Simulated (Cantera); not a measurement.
Hydrogen reduction and annealing atmospheres: SiO2 + H2 + N2

Feed: 1 mol SiO2, 16 mol H2, 2.7 mol N2, held at 0.150 bar.

Method: chemical equilibrium by Gibbs-energy minimisation in Cantera with the NASA 1993 tables (ideal gas, pure condensed phases). Candidate condensed phases: H2O, Si, SiO2, Si2N2O, Si3N4; 35 gas species. N2 is the only nitrogen source here; it is nearly inert below about 1500 K, so the nitride shown seldom forms there in practice. Mutual solubility and eutectic melting of coexisting phases are not modelled. The tables hold silica as quartz up to 1696 K and as liquid above; real silica turns to tridymite and cristobalite and melts near 1996 K. The numbers say what is thermodynamically allowed, not how fast it happens.

```json
[
 {"T (K)": "1323", "log p H2": "-0.89", "log p N2": "-1.66", "log p SiO": "-7.44", "log p H2O": "-4.75", "log p H": "-6.25", "log p NH3": "-6.12", "log p OH": "-11.94", "n SiO2(β-quartz)": "0.999", "n Si2N2O(s)": "0.000744", "n SiO2(condensed)": "0"},
 {"T (K)": "1423", "log p H2": "-0.89", "log p N2": "-1.66", "log p SiO": "-6.04", "log p H2O": "-4.63", "log p H": "-5.62", "log p NH3": "-6.27", "log p OH": "-11.03", "n SiO2(β-quartz)": "0.998", "n Si2N2O(s)": "0.000926", "n SiO2(condensed)": "0"},
 {"T (K)": "1523", "log p H2": "-0.89", "log p N2": "-1.66", "log p SiO": "-4.83", "log p H2O": "-4.54", "log p H": "-5.08", "log p NH3": "-6.41", "log p OH": "-10.24", "n SiO2(β-quartz)": "0.997", "n Si2N2O(s)": "0.000593", "n SiO2(condensed)": "0"},
 {"T (K)": "1623", "log p H2": "-0.89", "log p N2": "-1.66", "log p SiO": "-4.12", "log p H2O": "-4.12", "log p H": "-4.61", "log p NH3": "-6.53", "log p OH": "-9.21", "n SiO2(β-quartz)": "0.990", "n Si2N2O(s)": "0", "n SiO2(condensed)": "0"},
 {"T (K)": "1723", "log p H2": "-0.89", "log p N2": "-1.67", "log p SiO": "-3.62", "log p H2O": "-3.62", "log p H": "-4.19", "log p NH3": "-6.63", "log p OH": "-8.17", "n SiO2(β-quartz)": "0", "n Si2N2O(s)": "0", "n SiO2(condensed)": "0.970"},
 {"T (K)": "1823", "log p H2": "-0.90", "log p N2": "-1.67", "log p SiO": "-3.18", "log p H2O": "-3.18", "log p H": "-3.81", "log p NH3": "-6.73", "log p OH": "-7.25", "n SiO2(β-quartz)": "0", "n Si2N2O(s)": "0", "n SiO2(condensed)": "0.917"},
 {"T (K)": "1923", "log p H2": "-0.90", "log p N2": "-1.67", "log p SiO": "-2.79", "log p H2O": "-2.79", "log p H": "-3.48", "log p NH3": "-6.83", "log p OH": "-6.43", "n SiO2(β-quartz)": "0", "n Si2N2O(s)": "0", "n SiO2(condensed)": "0.798"}
]
```
log p: log10 of the partial pressure in bar; n: condensed amount in mol.

From 1323 K to 1523 K the condensed part is SiO2(β-quartz) + Si2N2O(s). At 1623 K the condensed part is SiO2(β-quartz). From 1723 K to 1923 K the condensed part is SiO2(condensed). The main Si-bearing gas is SiO throughout.
